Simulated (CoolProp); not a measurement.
R1224YDZ at 425.01 K and 4.75 MPa is throttled through a valve to 0.693 MPa with no heat exchange. Each further row changes one setting.

Values from CoolProp's reference Helmholtz-energy equation of state, Akasaka 2023.

| case | temperature change (K) | final phase | final density (kg/m³) |
|---|---|---|---|
| as stated | -74.3 | ___ | ___ |
| outlet pressure 0.208 MPa | -116.8 | ___ | 13.4 |
| outlet pressure 0.901 MPa | -63.2 | two-phase, vapour fraction 0.700 | ___ |

Q: Some entries are withheld; supply them.

A: 
- as stated, final phase: two-phase, vapour fraction 0.767
- as stated, final density (kg/m³): 55.1
- outlet pressure 0.208 MPa, final phase: two-phase, vapour fraction 0.974
- outlet pressure 0.901 MPa, final density (kg/m³): 78.6
